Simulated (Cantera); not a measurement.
A perfectly stirred reactor is fed with CH4 : N2 = 6.9 : 17 (molar parts), at 113 Torr; it is held at 1525 K, and followed from long to short residence time.

Cantera simulation using GRI-Mech 3.0 (53 species, 325 reactions); the numbers are that mechanism's predictions, not measurements. GRI-Mech 3.0 stops at C3 and has no aromatics, soot or wall deposition, so with more carbon than oxygen in the feed, carbon stays in small species such as C2H2 where larger ones or solid carbon would form.

One state of this run: x CH4 = 0.236; x CH2 = 2.26e-8; x C2H4 = 0.00309; x HCN = 1.11e-9; x H2 = 0.0588. x: mole fraction; the columns are a selection and need not sum to one.

Which value of τ (s) does it belong to?
(A) 0.66
(B) 0.23
(C) 5.4
(D) 1.9

B, 0.23
